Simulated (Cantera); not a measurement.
Source: NASA polynomial tables (part measured, part estimated), evaluated in Cantera. Values are per mole of reaction as written; species without (g) are pure solids or liquids, kept so even where they would boil at 1 bar.

KCl(g) = K + Cl(g), with ΔH° = 336.0 kJ and ΔS° = -9.1 J/K at 300 K.

**Question.** How far is the shortcut ΔG° ≈ ΔH°(300 K) − T·ΔS°(300 K) from the full temperature-dependent value at 500, 600, 700, 800, 900, 1000, 1100, 1200, 1300 K?

**Answer.** 
```
T (K)  shortcut (kJ)  full (kJ)  difference (kJ)  difference in log10 K  condensed phases
-----  -------------  ---------  ---------------  ---------------------  ----------------
500            340.6      338.5              2.0                  -0.21              K(l)
600            341.5      337.8              3.7                  -0.33              K(l)
700            342.4      336.7              5.7                  -0.42              K(l)
800            343.3      335.5              7.8                  -0.51              K(l)
900            344.2      334.0             10.2                  -0.59              K(l)
1000           345.1      332.5             12.7                  -0.66              K(l)
1100           346.1      330.7             15.3                  -0.73              K(l)
1200           347.0      328.8             18.1                  -0.79              K(l)
1300           347.9      326.8             21.1                  -0.85              K(l)
```
The shortcut ignores heat capacities and the phase changes listed.
